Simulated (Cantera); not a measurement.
## Pyrogenic steam for wet oxidation

An isothermal, constant-pressure homogeneous reactor starts with 32.1 % H₂, 17.9 % O₂, 50.0 % N₂, equivalence ratio 0.90, at 1050 K and 82000 Pa.

Cantera simulation using the H2/O2 subset of GRI-Mech 3.0, which has no nitrogen chemistry; the numbers are that mechanism's predictions, not measurements. The temperature is held fixed by assumption; the heat of reaction is taken as removed at once.

```json
[
 {"t (s)": "0.000500", "x H₂": "0.0255", "x O₂": "0.0337", "x H₂O": "0.352", "x O": "4.15e-5", "x OH": "6.30e-5", "x H₂O₂": "8.26e-6", "x HO₂": "6.94e-5"},
 {"t (s)": "0.00121", "x H₂": "0.0220", "x O₂": "0.0320", "x H₂O": "0.357", "x O": "1.69e-6", "x OH": "2.56e-6", "x H₂O₂": "2.81e-5", "x HO₂": "5.51e-5"},
 {"t (s)": "0.00294", "x H₂": "0.0212", "x O₂": "0.0316", "x H₂O": "0.358", "x O": "1.15e-6", "x OH": "1.80e-6", "x H₂O₂": "4.08e-5", "x HO₂": "4.87e-5"},
 {"t (s)": "0.00713", "x H₂": "0.0191", "x O₂": "0.0306", "x H₂O": "0.360", "x O": "1.25e-6", "x OH": "2.05e-6", "x H₂O₂": "4.28e-5", "x HO₂": "4.81e-5"},
 {"t (s)": "0.0173", "x H₂": "0.0149", "x O₂": "0.0285", "x H₂O": "0.365", "x O": "1.05e-6", "x OH": "1.89e-6", "x H₂O₂": "3.53e-5", "x HO₂": "4.28e-5"},
 {"t (s)": "0.0419", "x H₂": "0.00884", "x O₂": "0.0256", "x H₂O": "0.372", "x O": "7.18e-7", "x OH": "1.61e-6", "x H₂O₂": "2.28e-5", "x HO₂": "3.35e-5"},
 {"t (s)": "0.102", "x H₂": "0.00333", "x O₂": "0.0229", "x H₂O": "0.379", "x O": "3.18e-7", "x OH": "1.20e-6", "x H₂O₂": "9.29e-6", "x HO₂": "2.08e-5"},
 {"t (s)": "0.246", "x H₂": "0.000783", "x O₂": "0.0217", "x H₂O": "0.382", "x O": "6.04e-8", "x OH": "6.40e-7", "x H₂O₂": "1.63e-6", "x HO₂": "8.51e-6"},
 {"t (s)": "0.597", "x H₂": "0.000167", "x O₂": "0.0214", "x H₂O": "0.383", "x O": "6.77e-9", "x OH": "2.68e-7", "x H₂O₂": "1.58e-7", "x HO₂": "2.55e-6"},
 {"t (s)": "1.45", "x H₂": "3.27e-5", "x O₂": "0.0213", "x H₂O": "0.383", "x O": "7.98e-10", "x OH": "1.35e-7", "x H₂O₂": "1.31e-8", "x HO₂": "6.58e-7"},
 {"t (s)": "3.51", "x H₂": "3.46e-6", "x O₂": "0.0213", "x H₂O": "0.383", "x O": "7.71e-11", "x OH": "9.60e-8", "x H₂O₂": "6.82e-10", "x HO₂": "9.06e-8"},
 {"t (s)": "8.51", "x H₂": "1.77e-8", "x O₂": "0.0213", "x H₂O": "0.383", "x O": "2.34e-11", "x OH": "1.55e-7", "x H₂O₂": "6.31e-11", "x HO₂": "1.64e-9"},
 {"t (s)": "20.6", "x H₂": "1.10e-9", "x O₂": "0.0213", "x H₂O": "0.383", "x O": "9.89e-11", "x OH": "3.24e-7", "x H₂O₂": "2.40e-10", "x HO₂": "6.84e-10"},
 {"t (s)": "50.0", "x H₂": "1.06e-9", "x O₂": "0.0213", "x H₂O": "0.383", "x O": "1.08e-10", "x OH": "3.39e-7", "x H₂O₂": "2.62e-10", "x HO₂": "6.67e-10"}
]
```
x: mole fraction; the columns are a selection and need not sum to one.

Equilibrium at this temperature and pressure: H₂ 1.06e-9, O₂ 0.0213, H₂O 0.383, O 1.08e-10, OH 3.39e-7, H₂O₂ 2.62e-10, HO₂ 6.67e-10 (gas phase only).
